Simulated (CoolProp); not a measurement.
Vapour-liquid equilibrium of R22 (1) + n-pentane (2) at 0.0955 MPa; x and y are mole fractions of (1).

Computed with CoolProp (multi-fluid Helmholtz-energy mixture model, Kamei 1995 and Thol 2019; pair parameters Bell 2016).

Task: Give the bubble temperature and the first vapour's composition at x = 0.2, 0.275, 0.5. Is there an azeotrope?

Result: x = 0.2: -21.8 °C, y = 0.926; x = 0.275: -27.6 °C, y = 0.950; x = 0.5: -35.0 °C, y = 0.973. No azeotrope shows between x = 0.05 and 0.95.

The pair parameters rest on a limited set of measurements; away from them the model extrapolates. With so large a gap from Raoult's law the liquid may split in two, which this calculation doesn't test in full.
